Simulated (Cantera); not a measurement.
# Ignition delay

Mixture: CH₄ : C₂H₆ : O₂ : N₂ = 1 : 0.041 : 1.26 : 4.74 (molar parts), at 11300 Torr, adiabatic and at constant pressure. Ignition delay is the time to a rise of 400 K.

Cantera simulation using GRI-Mech 3.0 (53 species, 325 reactions); the numbers are that mechanism's predictions, not measurements. The pressure lies above the range GRI-Mech 3.0 was tuned for (to about 10 atm).

```json
[
 {"T0 (K)": "1175", "delay (ms)": "1.89"},
 {"T0 (K)": "1225", "delay (ms)": "1.14"},
 {"T0 (K)": "1275", "delay (ms)": "0.702"},
 {"T0 (K)": "1325", "delay (ms)": "0.436"},
 {"T0 (K)": "1375", "delay (ms)": "0.273"},
 {"T0 (K)": "1425", "delay (ms)": "0.172"},
 {"T0 (K)": "1475", "delay (ms)": "0.109"},
 {"T0 (K)": "1525", "delay (ms)": "0.0698"},
 {"T0 (K)": "1575", "delay (ms)": "0.0451"},
 {"T0 (K)": "1625", "delay (ms)": "0.0296"}
]
```

```
Property                                                Result
--------------------------------------------------  ----------
apparent activation energy between 1525 and 1625 K  180 kJ/mol
```
